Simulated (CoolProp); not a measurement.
R123 along the isobar 0.101 MPa: density (kg/m³) from the reference equation and from simpler models built on Tc = 456.8 K, pc = 3.662 MPa, ω = 0.282; each cubic takes its own stable root.

The numbers come from the reference Helmholtz-energy equation of state, Younglove 1994 in CoolProp. It is a modified Benedict-Webb-Rubin equation, recast in Helmholtz form.

```
T (K)   phase  reference
-----  ------  ---------
257.8  liquid       1563
284.7  liquid       1498
311.6     gas      6.195
338.5     gas      5.645
365.4     gas      5.194
392.4     gas      4.813
419.3     gas      4.489
446.2     gas      4.207
473.1     gas      3.960
500       gas      3.741
```

**Question.** How far does each simpler model (van der Waals, Redlich-Kwong, Soave-Redlich-Kwong) lie from the reference over these 10 states: mean and median of the absolute difference, and the worst?

**Answer.** 
- van der Waals: mean 20.4 %, median 0.6 %, worst -99.6 % at 284.7 K and 0.101 MPa
- Redlich-Kwong: mean 11.4 %, median 0.2 %, worst -99.5 % at 284.7 K and 0.101 MPa
- Soave-Redlich-Kwong: mean 2.0 %, median 0.1 %, worst -9.3 % at 257.8 K and 0.101 MPa

At some of these states van der Waals, Redlich-Kwong gives the other phase, because its saturation line lies elsewhere.
